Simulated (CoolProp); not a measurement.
A simple Rankine cycle with sulfur dioxide: condensing at 302.15 K, boiler at 5.22 MPa, turbine inlet 421.3 K, turbine efficiency 0.8, pump efficiency 0.6, no recuperator. Each further row changes one setting.

Computed with CoolProp (reference Helmholtz-energy equation of state, Gao 2016).

```csv
case,thermal efficiency (%),net work (kJ/kg),heat in (kJ/kg),turbine exit temperature (K),volume ratio over the turbine
as stated,16.2,59.9,370,302.1,10.1
turbine inlet 441.3 K,16.7,66.1,396,302.1,9.28
condensing temperature 294.15 K,17.4,66.3,381,294.2,12.9
boiler pressure 3.65 MPa,14.9,59.3,398,302.1,6.53
turbine efficiency 0.7,14.0,51.7,370,302.1,10.4
```

The expansion ends wet for: as stated; turbine inlet 441.3 K; condensing temperature 294.15 K; boiler pressure 3.65 MPa; turbine efficiency 0.7.
